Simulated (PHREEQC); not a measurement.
Make-up at 25 °C: 0.001 mol/kgw CuSO4, 0.00031 mol/kgw NaHCO3 and 0.00048 mol/kgw NaCl. Closed to the air; pH follows from the charge balance.

All values are PHREEQC results (ion-association model, wateq4f.dat), not measurements.

This is a speciation only: nothing precipitates in the calculation.

Question: Order these S species by the share of S that they hold, largest first: SO4-2, CuSO4, NaSO4-.

Answer: SO4-2 (92 %), CuSO4 (8.2 %), NaSO4- (0.27 %)

Question: Order these C species by the share of C that they hold, largest first: CuHCO3+, CuCO3, CO2, HCO3-.

Answer: CO2 (50 %), HCO3- (34 %), CuHCO3+ (9.8 %), CuCO3 (6.5 %)

The pH is 6.15 and the ionic strength 0.00413 mol/kgw. The solution is supersaturated, for example in Malachite, Brochantite, so a real one may precipitate; this is no full list.
